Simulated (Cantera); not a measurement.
Mixture: CH4 : O2 : N2 = 1 : 1.43 : 5.37 (molar parts), at 1300000 Pa, adiabatic and at constant volume. Ignition delay is the time to a rise of 400 K.

Computed with Cantera and GRI-Mech 3.0 (53 species, 325 reactions). The pressure lies above the range GRI-Mech 3.0 was tuned for (to about 10 atm).

Task: What does this change do: 0.13 parts H2 added?

Result: 
| quantity | before | after |
|---|---|---|
| delay at 1175 K | 5.39 ms | 1.17 ms |
| delay at 1325 K | 0.934 ms | 0.348 ms |
| delay at 1475 K | 0.200 ms | 0.106 ms |
| delay at 1625 K | 50.6 µs | 33.5 µs |
| delay at 1775 K | 15.2 µs | 11.6 µs |
| apparent activation energy between 1625 and 1775 K | 190 kJ/mol | 170 kJ/mol |
